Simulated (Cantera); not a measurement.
Input (Python, Cantera) and output of one run.

```python
import numpy as np
import cantera as ct

gas_names = """
    CL CL2 H HCL H2 Si SiCL SiCL2 SiCL3 SiCL4 SiH SiHCL3 SiH2 SiH2CL2 SiH3 SiH3CL SiH4 Si2 Si3
""".split()
cond_names = """
    Si(cr) Si(L)
""".split()


# ... load() reads the species with a 1 bar reference pressure and builds the phases ...
atoms = {
    'Si': {'Si': 1},
    'Cl2': {'CL': 2},
    'H2': {'H': 2},
}
top_T = {}  # K; cautious upper limits of use, not melting points


# ... equilibrate(T, P, feed) seeds the gas with the atoms and calls Mixture.equilibrate('TP', solver="gibbs", rtol=1e-10, max_steps=50000) ...
results = []
T = 1225  # K
P = 100000  # Pa
for m in [0.5, 0.86, 1.2, 1.6, 1.9, 2.3, 2.7]:
    feed = {'Si': 1, 'Cl2': m, 'H2': 14}  # mol
    mix = equilibrate(T, P, feed)
    results.append((T, P, feed, dict(zip(mix.species_names, mix.species_moles))))

top = {s: max(r[3][s] / sum(r[3][g] for g in gas_names) for r in results) for s in gas_names}
cols = sorted((s for s in top if top[s] > 0.001), key=lambda s: -top[s])[:5]
seen = [c for c in cond_names if any(r[3].get(c, 0) > 1e-12 for r in results)]
print("log10 of partial pressures in bar; condensed amounts in mol")
print(f"{'n(Cl2)':>10s}" + "".join(f"{s[:9]:>10s}" for s in cols + seen))
for T, P, feed, n in results:
    ng = sum(n[g] for g in gas_names)
    print(f"{feed['Cl2']:10.4g}" + "".join(f"{np.log10(max(n[s] / ng * P / 1e5, 1e-99)):10.3f}" for s in cols)
          + "".join(f"{n.get(c, 0):10.4g}" for c in seen))
```

Result:

```
log10 of partial pressures in bar; condensed amounts in mol
    n(Cl2)        H2       HCL     SiCL4    SiHCL3     SiCL2    Si(cr)
       0.5    -0.018    -1.583    -2.322    -2.262    -2.762    0.8015
      0.86    -0.026    -1.499    -1.966    -1.999    -2.584    0.6136
       1.2    -0.033    -1.452    -1.767    -1.854    -2.484    0.4326
       1.6    -0.041    -1.416    -1.605    -1.737    -2.404     0.218
       1.9    -0.047    -1.396    -1.513    -1.670    -2.357   0.05665
       2.3    -0.061    -1.182    -1.382    -1.767    -2.668         0
       2.7    -0.081    -0.976    -1.318    -1.929    -3.036         0
```

Method: chemical equilibrium by Gibbs-energy minimisation in Cantera with the NASA 1993 tables (ideal gas, pure condensed phases). The tables' values for SiCl3 are old estimates; treat these amounts as uncertain.
